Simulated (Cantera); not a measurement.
A closed system holds: 1 mol Ta(OEt)₅, 0.76 mol CH₄, 160 mol H₂, at 0.133 bar.

These are equilibrium values from Cantera (NASA tables, ideal gas, pure condensed phases), not measurements of a reactor. Candidate condensed phases: C, C₆H₆, C₇H₈, C₈H₁₈, H₂O, Ta, TaC, Ta₂O₅; 113 gas species. The feed counts by its element totals alone. TaC: taken at fixed stoichiometry. Condensed phases not in the tables: Ta₂C. The numbers say what is thermodynamically allowed, not how fast it happens.

Question: At 2048 K, list the 4 most abundant gas species with their mole fractions, and the condensed phases.

Answer: H₂ 0.965, CO 0.0278, H 0.00602, C₂H₂ (acetylene) 0.00101. Condensed: C(graphite) + TaC(s).
